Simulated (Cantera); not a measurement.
Cantera run:

```python
import numpy as np
import cantera as ct

gas_names = """
    C CH CH2 CH3 CH2OH CH3O CH4 CH3OH CO CO2 COOH C2 C2H CHCO,ketyl C2H2,acetylene C2H2,vinylidene
    CH2CO,ketene C2H3,vinyl CH3CO,acetyl C2H4 C2H4O,ethylen CH3CHO,ethanal CH3COOH (HCOOH)2 C2H5 C2H6
    CH3OCH3 C2H5OH C2O C3 C3H3,propargyl C3H4,allene C3H4,propyne C3H4,cyclo- C3H5,allyl C3H6,propylene
    C3H6,cyclo- C3H6O C3H7,n-propyl C3H7,i-propyl C3H8 C3H8O,1propanol C3H8O,2propanol C3O2 C4 C4H2
    C4H4,1,3-cyclo- C4H6,butadiene C4H6,2-butyne C4H6,cyclo- C4H8,1-butene C4H8,cis2-buten
    C4H8,tr2-butene C4H8,isobutene C4H8,cyclo- (CH3COOH)2 C4H9,n-butyl C4H9,i-butyl C4H9,s-butyl
    C4H9,t-butyl C4H10,isobutane C4H10,n-butane C5 C5H6,1,3cyclo- C5H8,cyclo- C5H10,1-pentene
    C5H10,cyclo- C5H11,pentyl C5H11,t-pentyl C5H12,n-pentane C5H12,i-pentane CH3C(CH3)2CH3 C6H2
    C6H5,phenyl C6H5O,phenoxy C6H6 C6H5OH,phenol C6H10,cyclo- C6H12,1-hexene C6H12,cyclo- C6H13,n-hexyl
    C7H7,benzyl C7H8 C7H8O,cresol C7H14,1-heptene C7H15,n-heptyl C7H16,n-heptane C8H8,styrene
    C8H10,ethylbenz C8H16,1-octene C8H17,n-octyl C8H18,isooctane C8H18,n-octane C9H19,n-nonyl
    C10H8,naphthale C10H21,n-decyl C12H9,o-bipheny C12H10,bipheny H HCO HO2 H2 HCHO,formaldehy HCOOH H2O
    H2O2 Mg MgH MgO MgOH MgO2H2 Mg2 O OH O2 O3
""".split()
cond_names = """
    C(gr) C6H6(L) C7H8(L) C8H18(L),n-octa H2O(s) H2O(L) Mg(cr) Mg(L) MgCO3(s) MgO(s) MgO(L) MgO2H2(s)
""".split()


def load(file, names, dense=False):
    # The tables refer to 1 bar. Condensed volumes are neglected.
    table = {s.name: s for s in ct.Species.list_from_file(file)}
    out = []
    for n in names:
        d = dict(table[n].input_data)
        d["thermo"] = dict(d["thermo"], **{"reference-pressure": 1e5})
        if dense:
            d["equation-of-state"] = {"model": "constant-volume", "density": "1e6 g/cm^3"}
        out.append(ct.Species.from_dict(d))
    return out


gas = ct.Solution(thermo="ideal-gas", species=load("nasa_gas.yaml", gas_names))
cond = {s.name: ct.Solution(thermo="fixed-stoichiometry", species=[s], name=s.name)
        for s in load("nasa_condensed.yaml", cond_names, dense=True)}
atoms = {
    'MgO': {'Mg': 1, 'O': 1},
    'C': {'C': 1},
    'H2': {'H': 2},
}
top_T = {'C(gr)': 4500}  # K; cautious upper limits of use, not melting points


def equilibrate(T, P, feed):
    n = {}
    for name, mol in feed.items():
        for a, k in atoms[name].items():
            n[a] = n.get(a, 0.0) + k * mol
    gas.TPX = T, P, n
    mass = sum(n.values()) * gas.mean_molecular_weight
    gas.equilibrate("TP")
    valid = [c for c in cond.values() if c.min_temp <= T <= top_T.get(c.name, c.max_temp)]
    mix = ct.Mixture([(gas, mass / gas.mean_molecular_weight)] + [(c, 0.0) for c in valid])
    mix.T, mix.P = T, P
    mix.equilibrate("TP", solver="vcs", rtol=1e-11, max_steps=5000)
    return mix


results = []
feed = {'MgO': 1, 'C': 0.68, 'H2': 1.5}  # mol
P = 35000  # Pa
for T in [898, 973, 1048, 1123, 1198, 1273, 1348, 1423, 1498, 1573, 1648]:
    mix = equilibrate(T, P, feed)
    results.append((T, P, feed, dict(zip(mix.species_names, mix.species_moles))))
    x = sorted(zip(gas.X, gas.species_names), reverse=True)
    print(f"T = {T:g} K  P = {P:g} Pa  gas = {mix.phase_moles(0):.4g} mol")
    print("   x: " + "  ".join(f"{s} {v:.3e}" for v, s in x if v > 1e-06))
    print("   condensed (mol): " + ("  ".join(f"{mix.phase(i).name} {mix.phase_moles(i):.4g}"
          for i in range(1, mix.n_phases) if mix.phase_moles(i) > 1e-12) or "none"))
```

Output:

```
T = 898 K  P = 35000 Pa  gas = 1.373 mol
   x: H2 9.076e-01  CH4 9.237e-02
   condensed (mol): C(gr) 0.5532  MgO(s) 1
T = 973 K  P = 35000 Pa  gas = 1.44 mol
   x: H2 9.587e-01  CH4 4.134e-02
   condensed (mol): C(gr) 0.6205  MgO(s) 1
T = 1048 K  P = 35000 Pa  gas = 1.471 mol
   x: H2 9.804e-01  CH4 1.964e-02
   condensed (mol): C(gr) 0.6511  MgO(s) 1
T = 1123 K  P = 35000 Pa  gas = 1.485 mol
   x: H2 9.899e-01  CH4 1.007e-02
   condensed (mol): C(gr) 0.665  MgO(s) 1
T = 1198 K  P = 35000 Pa  gas = 1.492 mol
   x: H2 9.944e-01  CH4 5.551e-03  Mg 4.054e-06  CO 4.033e-06
   condensed (mol): C(gr) 0.6717  MgO(s) 1
T = 1273 K  P = 35000 Pa  gas = 1.495 mol
   x: H2 9.967e-01  CH4 3.266e-03  CO 2.566e-05  Mg 2.565e-05  H 1.203e-06
   condensed (mol): C(gr) 0.6751  MgO(s) 1
T = 1348 K  P = 35000 Pa  gas = 1.497 mol
   x: H2 9.977e-01  CH4 2.033e-03  CO 1.322e-04  Mg 1.318e-04  H 3.906e-06  C2H2,acetylene 1.200e-06
   condensed (mol): C(gr) 0.6768  MgO(s) 0.9998
T = 1423 K  P = 35000 Pa  gas = 1.5 mol
   x: H2 9.975e-01  CH4 1.326e-03  CO 5.704e-04  Mg 5.679e-04  H 1.121e-05  C2H2,acetylene 3.425e-06  MgH 3.177e-06
   condensed (mol): C(gr) 0.6771  MgO(s) 0.9991
T = 1498 K  P = 35000 Pa  gas = 1.505 mol
   x: H2 9.948e-01  CO 2.119e-03  Mg 2.107e-03  CH4 8.988e-04  H 2.897e-05  MgH 1.283e-05  C2H2,acetylene 8.766e-06  H2O 1.286e-06
   condensed (mol): C(gr) 0.6754  MgO(s) 0.9968
T = 1573 K  P = 35000 Pa  gas = 1.52 mol
   x: H2 9.854e-01  CO 6.924e-03  Mg 6.881e-03  CH4 6.235e-04  H 6.822e-05  MgH 4.504e-05  C2H2,acetylene 2.035e-05  H2O 2.483e-06
   condensed (mol): C(gr) 0.6685  MgO(s) 0.9895
T = 1648 K  P = 35000 Pa  gas = 1.563 mol
   x: H2 9.589e-01  CO 2.025e-02  Mg 2.012e-02  CH4 4.311e-04  H 1.474e-04  MgH 1.394e-04  C2H2,acetylene 4.289e-05  H2O 4.426e-06  CH3 1.349e-06  C2H4 1.065e-06
   condensed (mol): C(gr) 0.6475  MgO(s) 0.9683
```

Cantera equilibrium calculation (NASA polynomials, part measured and part estimated; ideal gas, pure solids and liquids). The tables' values for MgH are old estimates; treat these amounts as uncertain.
